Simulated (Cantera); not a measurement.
Charge: 1 mol TEOS, 5.8 mol NO, 4.8 mol H2, held at 698 K and 1.00 Torr.

Cantera equilibrium calculation (NASA polynomials, part measured and part estimated; ideal gas, pure solids and liquids). The feed counts by its element totals alone. Rates play no part.

```json
[
 {"species": "N2", "before": "0.130", "after": "0.363"},
 {"species": "H2O", "before": "0.0458", "after": "0.340"},
 {"species": "CO2", "before": "0.0896", "after": "0.219"},
 {"species": "H2", "before": "0.607", "after": "0.0733"},
 {"species": "CO", "before": "0.124", "after": "0.00491"},
 {"species": "CH4", "before": "0.00436", "after": "4.10e-8"},
 {"species": "C(graphite), mol", "before": "3.13", "after": "0"},
 {"species": "SiO2(α-quartz), mol", "before": "1.00", "after": "1.00"}
]
```
Gas species are given as mole fractions.

Which change was made?
A. temperature from 698 K to 1300 K
B. NO from 5.8 to 26 mol
C. pressure from 1.00 Torr to 21.0 Torr
D. H2 from 4.8 to 85 mol

B, NO from 5.8 to 26 mol
